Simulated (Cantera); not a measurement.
Metals in furnace atmospheres: Fe + CO2 + H2

A closed system holds: 1 mol Fe, 15 mol CO2, a varied amount of H2, equilibrated at 1298 K and 0.00210 bar.

Cantera equilibrium calculation (NASA polynomials, part measured and part estimated; ideal gas, pure solids and liquids). Candidate condensed phases: C, C6H6, C7H8, C8H18, Fe, Fe(CO)5, FeO, Fe(OH)2, Fe(OH)3, Fe2O3, Fe3O4, H2O; 114 gas species. The tables' stoichiometric FeO is somewhat more stable than real wüstite, so its field is too wide. FeO: taken at fixed stoichiometry. Kinetics and transport are ignored.

```json
[
 {"n(H2) (mol)": "14", "log p H2": "-3.35", "log p CO": "-3.20", "log p H2O": "-3.25", "log p CO2": "-3.35", "log p H": "-7.64", "log p Fe": "-9.57", "log p Fe(OH)2": "-9.03", "log p OH": "-9.44", "n FeO(s)": "1.000", "n Fe(γ)": "0"},
 {"n(H2) (mol)": "18", "log p H2": "-3.23", "log p CO": "-3.21", "log p H2O": "-3.25", "log p CO2": "-3.48", "log p H": "-7.59", "log p Fe": "-9.45", "log p Fe(OH)2": "-9.04", "log p OH": "-9.50", "n FeO(s)": "1.000", "n Fe(γ)": "0"},
 {"n(H2) (mol)": "24", "log p H2": "-3.12", "log p CO": "-3.24", "log p H2O": "-3.28", "log p CO2": "-3.64", "log p H": "-7.53", "log p Fe": "-9.31", "log p Fe(OH)2": "-9.06", "log p OH": "-9.58", "n FeO(s)": "1.000", "n Fe(γ)": "0"},
 {"n(H2) (mol)": "31", "log p H2": "-3.03", "log p CO": "-3.28", "log p H2O": "-3.32", "log p CO2": "-3.81", "log p H": "-7.49", "log p Fe": "-9.19", "log p Fe(OH)2": "-9.10", "log p OH": "-9.66", "n FeO(s)": "1.000", "n Fe(γ)": "0"},
 {"n(H2) (mol)": "41", "log p H2": "-2.95", "log p CO": "-3.34", "log p H2O": "-3.37", "log p CO2": "-4.00", "log p H": "-7.45", "log p Fe": "-9.05", "log p Fe(OH)2": "-9.15", "log p OH": "-9.75", "n FeO(s)": "1.000", "n Fe(γ)": "0"},
 {"n(H2) (mol)": "54", "log p H2": "-2.90", "log p CO": "-3.41", "log p H2O": "-3.41", "log p CO2": "-4.17", "log p H": "-7.42", "log p Fe": "-8.99", "log p Fe(OH)2": "-9.22", "log p OH": "-9.82", "n FeO(s)": "0", "n Fe(γ)": "1.000"},
 {"n(H2) (mol)": "71", "log p H2": "-2.85", "log p CO": "-3.49", "log p H2O": "-3.49", "log p CO2": "-4.37", "log p H": "-7.40", "log p Fe": "-8.99", "log p Fe(OH)2": "-9.42", "log p OH": "-9.92", "n FeO(s)": "0", "n Fe(γ)": "1.000"},
 {"n(H2) (mol)": "94", "log p H2": "-2.81", "log p CO": "-3.58", "log p H2O": "-3.58", "log p CO2": "-4.59", "log p H": "-7.38", "log p Fe": "-8.99", "log p Fe(OH)2": "-9.64", "log p OH": "-10.03", "n FeO(s)": "0", "n Fe(γ)": "1.000"}
]
```
log p: log10 of the partial pressure in bar; n: condensed amount in mol.

From 14 mol H2 to 41 mol H2 the condensed part is FeO(s). From 54 mol H2 to 94 mol H2 the condensed part is Fe(γ). The main Fe-bearing gas is Fe(OH)2 at 14 mol H2 and Fe at 94 mol H2.
